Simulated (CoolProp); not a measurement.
Vapour-liquid equilibrium of acetone (1) + cyclohexane (2) at 147.65 °C; x and y are mole fractions of (1).

The numbers come from the multi-fluid Helmholtz-energy mixture model, Lemmon 2006 and Zhou 2014; pair parameters Bell 2016 in CoolProp.

Give the bubble pressure and the first vapour's composition at x = 0.35, 0.5, 0.95. Is there an azeotrope?

x = 0.35: 0.9732 MPa, y = 0.549; x = 0.5: 1.045 MPa, y = 0.630; x = 0.95: 1.105 MPa, y = 0.942. y crosses x between x = 0.8 and 0.95: the model has an azeotrope there.

Pair parameters are fitted to limited data, so mixtures are less certain than the pure fluids.
